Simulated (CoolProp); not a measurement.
The fluid at 298.15 K and 19 MPa is throttled through a valve to 6.2 MPa with no heat exchange. The same conditions are run with several fluids, on thermodynamics alone (safety and materials aside).

Computed with CoolProp (reference Helmholtz-energy equation of state of each fluid (ammonia: Gao 2020; R141b: Lemmon 2006; sulfur dioxide: Gao 2016; cyclopropane: Polt 1992; propylene: Lemmon 2013)). The equations of Platzer and Polt are older, rougher fits.

Rank ammonia, R141b, sulfur dioxide, cyclopropane, propylene by temperature change (K), highest first.

R141b (+5.2), cyclopropane (+3.4), sulfur dioxide (+3.0), propylene (+2.4), ammonia (+1.4)

```json
[
 {"fluid": "ammonia", "final density (kg/m³)": "606"},
 {"fluid": "R141b", "final density (kg/m³)": "1240"},
 {"fluid": "sulfur dioxide", "final density (kg/m³)": "1370"},
 {"fluid": "cyclopropane", "final density (kg/m³)": "626"},
 {"fluid": "propylene", "final density (kg/m³)": "518"}
]
```
